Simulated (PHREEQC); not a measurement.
A PHREEQC speciation (ion-association model, phreeqc.dat) at 35 °C gives pH 3.27 and these molalities:

```json
[
 {"species": "CuSO4", "mol/kgw": "0.257"},
 {"species": "Cu+2", "mol/kgw": "0.202"},
 {"species": "SO4-2", "mol/kgw": "0.200"},
 {"species": "HSO4-", "mol/kgw": "0.00284"},
 {"species": "H3BO3", "mol/kgw": "0.00225"},
 {"species": "F-", "mol/kgw": "0.00192"},
 {"species": "CuF+", "mol/kgw": "0.00128"},
 {"species": "HF", "mol/kgw": "0.000909"},
 {"species": "H+", "mol/kgw": "0.000718"},
 {"species": "BF4-", "mol/kgw": "0.000162"},
 {"species": "BF2(OH)2-", "mol/kgw": "0.000116"},
 {"species": "BF3OH-", "mol/kgw": "6.56e-5"},
 {"species": "HF2-", "mol/kgw": "6.70e-6"},
 {"species": "Cu2(OH)2+2", "mol/kgw": "2.17e-6"},
 {"species": "BF(OH)3-", "mol/kgw": "1.79e-6"},
 {"species": "CuOH+", "mol/kgw": "1.30e-6"}
]
```

Q: What are the element totals, and what could have been dissolved in 1 kg of water to give them?

A: One answer among several that fit: totals B 0.00260, Cu(2) 0.460, F 0.00520, S(6) 0.460 mol/kgw, from 0.46 mol/kgw CuSO4, 0.0013 mol/kgw HBF4 and 0.0013 mol/kgw H3BO3.

This is a speciation only: nothing precipitates in the calculation. The ionic strength is past about 0.7 mol/kgw, beyond the range of this activity model, so the values are rough. Complexes and solids missing from the database can't appear. Real BF4- forms and hydrolyses slowly; the run takes it at equilibrium.
